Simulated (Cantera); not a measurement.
Input: 1 mol Si3N4, 6.5 mol H2O, 1.1 mol H2, 3.2 mol HF, held at 1450 °C and 2800 Pa.

Method: chemical equilibrium by Gibbs-energy minimisation in Cantera with the NASA 1993 tables (ideal gas, pure condensed phases). The tables' values for SiF3 are old estimates; treat these amounts as uncertain. The tables hold silica as quartz up to 1696 K and as liquid above; real silica turns to tridymite and cristobalite and melts near 1996 K. Rates play no part.

| species | before | after |
|---|---|---|
| H2 | 0.554 | 0.567 |
| HF | 0.246 | 0.169 |
| N2 | 0.156 | 0.160 |
| H2O | 0.0416 | 0.0828 |
| SiF4 | 0.00108 | 0.0215 |
| SiO | 0.000217 | <1e-9 |
| H | 0.000812 | 5.15e-9 |
| SiF3 | 8.35e-5 | 3.51e-9 |
| SiO2(condensed), mol | 2.98 | 0 |
| SiO2(β-quartz), mol | 0 | 2.73 |
Gas species are given as mole fractions.

Problem. Name the change that produced these shifts.
A. temperature from 1450 °C to 702 °C
B. H2 from 1.1 to 13 mol
C. pressure from 2800 Pa to 11000 Pa
D. temperature from 1450 °C to 975 °C

Solution. A, temperature from 1450 °C to 702 °C
